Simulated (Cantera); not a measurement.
Feed: 1 mol SiHCl3, 0.4 mol C2H2, 2.3 mol H2, equilibrated at 2400 °C and 0.00120 bar.

Equilibrium computed with Cantera from the NASA thermochemical tables; the gas is ideal and each condensed phase is pure. Candidate condensed phases: C, C6H6, C7H8, C8H18, Si, SiC; 109 gas species. The tables' values for SiCl are old estimates; treat these amounts as uncertain. Kinetics and transport are ignored.

Base state: H 0.451, Cl 0.258, H2 0.0929, Si 0.0773, HCl 0.0762, SiC2 0.0319, C3 0.00511, C2H2 (acetylene) 0.00199 (mole fractions); condensed: C(graphite).

Question: What changes in the equilibrium state with this change: C2H2 from 0.4 to 0.012 mol?

Answer: 
```
species            before    after
----------------  -------  -------
H                   0.451    0.433
Cl                  0.258    0.281
Si                 0.0773    0.116
SiC2               0.0319  0.00119
H2                 0.0929   0.0855
HCl                0.0762   0.0796
C5                3.07e-5  2.97e-9
C4H2              1.76e-5  9.96e-9
C(graphite), mol   0.0168        0
```
